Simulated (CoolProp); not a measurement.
Vapour pressure (bar) of methane: the reference equation beside estimates from Tc = -82.6 °C, pc = 45.99 bar, ω = 0.011. Clausius-Clapeyron is anchored at -110.75 °C with a constant enthalpy of vaporisation of 5.793 kJ/mol.

Computed with CoolProp (reference Helmholtz-energy equation of state, Setzmann 1991).

| T (°C) | reference | Clausius-Clapeyron | van der Waals | Redlich-Kwong | Peng-Robinson |
|---|---|---|---|---|---|
| -122.95 | 10.49 | 12.36 | 16.45 | 10.17 | 10.57 |
| -120.85 | 11.52 | 13.17 | 17.55 | 11.23 | 11.60 |
| -118.85 | 12.57 | 13.98 | 18.64 | 12.32 | 12.66 |
| -116.85 | 13.68 | 14.81 | 19.77 | 13.47 | 13.78 |
| -114.75 | 14.92 | 15.71 | 21.00 | 14.76 | 15.04 |
| -112.75 | 16.18 | 16.60 | 22.21 | 16.06 | 16.30 |
| -110.75 | 17.51 | 17.51 | 23.47 | 17.44 | 17.65 |
| -108.65 | 18.99 | 18.49 | 24.84 | 18.97 | 19.14 |
| -106.65 | 20.48 | 19.46 | 26.19 | 20.52 | 20.65 |
| -104.55 | 22.13 | 20.50 | 27.65 | 22.22 | 22.31 |
| -102.55 | 23.79 | 21.52 | 29.09 | 23.93 | 23.99 |
| -100.55 | 25.54 | 22.56 | 30.57 | 25.73 | 25.75 |
| -98.45 | 27.48 | 23.68 | 32.18 | 27.71 | 27.70 |
| -96.45 | 29.42 | 24.77 | 33.76 | 29.69 | 29.66 |

Absolute difference from the reference over all 14 rows, mean and median: Clausius-Clapeyron 9.0 and 8.9 %, van der Waals 33.7 and 32.4 %, Redlich-Kwong 1.1 and 0.8 %, Peng-Robinson 0.8 and 0.8 %.
